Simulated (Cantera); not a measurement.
A closed system holds: 1 mol C₂H₄, 0.22 mol O₂, 22 mol H₂, at 13300 Pa.

Equilibrium computed with Cantera from the NASA thermochemical tables; the gas is ideal and each condensed phase is pure. Candidate condensed phases: C, C₆H₆, C₇H₈, C₈H₁₈, H₂O; 110 gas species. Rates play no part.

Question: Which condensed phases are stable at each of these points (T (°C)): 402, 427, 452, 477, 502, 527, 552, 577?

Answer: 
```
T (°C)  condensed phases  C condensed (%)
------  ----------------  ---------------
402             gas only              0.0
427             gas only              0.0
452             gas only              0.0
477             gas only              0.0
502             gas only              0.0
527             gas only              0.0
552             gas only              0.0
577          C(graphite)             10.0
```

From 402 °C to 552 °C nothing is condensed. At 577 °C the condensed part is C(graphite).
